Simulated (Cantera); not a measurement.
# Equilibrium for carbon deposition, reforming and gasification: acetone + O2 + N2

A closed system holds: 1 mol acetone, 1.7 mol O2, 0.36 mol N2, equilibrated at 0.720 bar.

Cantera equilibrium calculation (NASA polynomials, part measured and part estimated; ideal gas, pure solids and liquids). Candidate condensed phases: C, C6H6, C7H8, C8H18, H2O; 136 gas species. The feed counts by its element totals alone. Equilibrium is a limit: real reactors are often held back by kinetics, nucleation or transport.

```tsv
T (K)	x CO	x H2	x H2O	x CO2	x N2	x H	x CH4
998	0.343	0.371	0.0966	0.129	0.0570	1.54e-9	0.00375
1098	0.362	0.361	0.111	0.110	0.0566	1.75e-8	0.000268
1198	0.375	0.348	0.123	0.0970	0.0566	1.32e-7	2.84e-5
1298	0.385	0.338	0.134	0.0866	0.0566	7.34e-7	4.28e-6
1398	0.393	0.330	0.142	0.0783	0.0566	3.20e-6	8.53e-7
1498	0.400	0.323	0.149	0.0714	0.0566	1.15e-5	2.13e-7
1598	0.406	0.317	0.154	0.0658	0.0566	3.53e-5	6.35e-8
1698	0.410	0.313	0.159	0.0612	0.0566	9.53e-5	2.20e-8
1798	0.414	0.309	0.163	0.0573	0.0566	0.000231	8.66e-9
1898	0.418	0.305	0.166	0.0540	0.0566	0.000509	3.78e-9
1998	0.420	0.302	0.169	0.0513	0.0566	0.00104	1.80e-9
2098	0.422	0.299	0.171	0.0489	0.0565	0.00198	9.20e-10
2198	0.424	0.296	0.173	0.0468	0.0565	0.00357	5.02e-10
2298	0.425	0.293	0.174	0.0450	0.0564	0.00611	2.88e-10
```
x: gas mole fraction; nothing condenses.

From 998 K to 2298 K nothing is condensed. The main C-bearing gas is CO throughout.
